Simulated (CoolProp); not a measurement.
The fluid at 298.15 K and 16.1 MPa flows at 4.3 m/s in a round tube of 4.6 mm bore and 0.25 µm roughness, fully developed (64/Re and Nu = 3.66 if laminar; Colebrook and Gnielinski if turbulent). The same conditions are run with several fluids, on thermodynamics alone (safety and materials aside).

Computed with CoolProp (reference Helmholtz-energy equation of state of each fluid (oxygen: Schmidt 1985; C2F6 (R116): Lemmon 2006; nitrogen: Span 2000; CF4 (R14): Platzer 1990; methane: Setzmann 1991)). The equations of Platzer and Polt are older, rougher fits.

| fluid | Reynolds number | Darcy friction factor | pressure drop (Pa/m) | heat-transfer coefficient (W/(m² K)) | mass flow (kg/h) |
|---|---|---|---|---|---|
| oxygen | 172000 | 0.0165 | 7310 | 2450 | 56.7 |
| C2F6 (R116) | 165000 | 0.0166 | 41900 | 7500 | 322 |
| nitrogen | 160000 | 0.0167 | 5930 | 2190 | 45.4 |
| CF4 (R14) | 328000 | 0.0148 | 23200 | 5950 | 201 |
| methane | 150000 | 0.0169 | 4340 | 3910 | 32.8 |

Transport values come from each fluid's own correlations; those of C2F6 (R116), CF4 (R14) are estimates that may be off by 10 % or more.
